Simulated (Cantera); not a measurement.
A perfectly stirred reactor is fed with H2 : O2 : N2 = 0.19 : 1 : 4.2 (molar parts), equivalence ratio 0.095, at 0.0263 atm; it is held at 1450 K, and followed from long to short residence time.

Cantera simulation using the H2/O2 subset of GRI-Mech 3.0, which has no nitrogen chemistry; the numbers are that mechanism's predictions, not measurements. Radical loss at walls, strong at low pressure, is not modelled. The temperature is held fixed by assumption; the heat of reaction is taken as removed at once.

One state of this run: x H2 = 0.00159; x O2 = 0.163; x H = 0.00641; x OH = 0.00355; x H2O = 0.0288; x H2O2 = 4.20e-8; x HO2 = 9.52e-7. x: mole fraction; the columns are a selection and need not sum to one.

Q: Which value of τ (s) does it belong to?
A. 0.085
B. 2.5
C. 5.9
D. 0.016

A: D, 0.016
